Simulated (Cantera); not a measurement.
Charge: 1 mol SiO2, 14 mol CO, at 1923.15 K.

Equilibrium computed with Cantera from the NASA thermochemical tables; the gas is ideal and each condensed phase is pure. Candidate condensed phases: C, Si, SiC, SiO2; 20 gas species. The tables hold silica as quartz up to 1696 K and as liquid above; real silica turns to tridymite and cristobalite and melts near 1996 K. Equilibrium is a limit: real reactors are often held back by kinetics, nucleation or transport.

Question: What share of the Si ends up in condensed phases as a function of P (Pa), at 10, 100, 1000, 10000, 100000, 1000000?

Answer: 
```csv
P (Pa),Si condensed (%),as
10,0.0,-
100,3.1,SiO2(condensed)
1000,69.3,SiO2(condensed)
10000,90.3,SiO2(condensed)
100000,96.9,SiO2(condensed)
1000000,99.0,SiO2(condensed)
```
